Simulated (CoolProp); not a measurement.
A single-stage vapour-compression cycle with R124: evaporating at 218.15 K (dew point), condensing at 287.15 K (bubble point), superheat 10 K, subcooling 5 K, compressor efficiency 0.9, no pressure losses. Each further row changes one setting.

Values from CoolProp's reference Helmholtz-energy equation of state, de Vries 1995.

```json
[
 {"case": "as stated", "cooling COP": "2.20", "pressure ratio": "24.8", "discharge temperature (K)": "315.4", "refrigerating effect (kJ/kg)": "124", "volumetric capacity (kJ/m³)": "97.3"},
 {"case": "evaporating temperature 223.15 K", "cooling COP": "2.49", "pressure ratio": "(withheld)", "discharge temperature (K)": "(withheld)", "refrigerating effect (kJ/kg)": "(withheld)", "volumetric capacity (kJ/m³)": "134"},
 {"case": "condensing temperature 282.15 K", "cooling COP": "2.44", "pressure ratio": "(withheld)", "discharge temperature (K)": "(withheld)", "refrigerating effect (kJ/kg)": "129", "volumetric capacity (kJ/m³)": "102"},
 {"case": "subcooling 10 K", "cooling COP": "(withheld)", "pressure ratio": "24.8", "discharge temperature (K)": "315.4", "refrigerating effect (kJ/kg)": "129", "volumetric capacity (kJ/m³)": "102"},
 {"case": "superheat 20 K", "cooling COP": "2.21", "pressure ratio": "24.8", "discharge temperature (K)": "326.5", "refrigerating effect (kJ/kg)": "130", "volumetric capacity (kJ/m³)": "(withheld)"},
 {"case": "compressor efficiency 0.8", "cooling COP": "1.95", "pressure ratio": "24.8", "discharge temperature (K)": "(withheld)", "refrigerating effect (kJ/kg)": "124", "volumetric capacity (kJ/m³)": "97.3"}
]
```

Some entries are withheld; supply them.


- evaporating temperature 223.15 K, pressure ratio: 18.1
- evaporating temperature 223.15 K, discharge temperature (K): 312.4
- evaporating temperature 223.15 K, refrigerating effect (kJ/kg): 127
- condensing temperature 282.15 K, pressure ratio: 20.9
- condensing temperature 282.15 K, discharge temperature (K): 310.2
- subcooling 10 K, cooling COP: 2.29
- superheat 20 K, volumetric capacity (kJ/m³): 97.9
- compressor efficiency 0.8, discharge temperature (K): 324.3
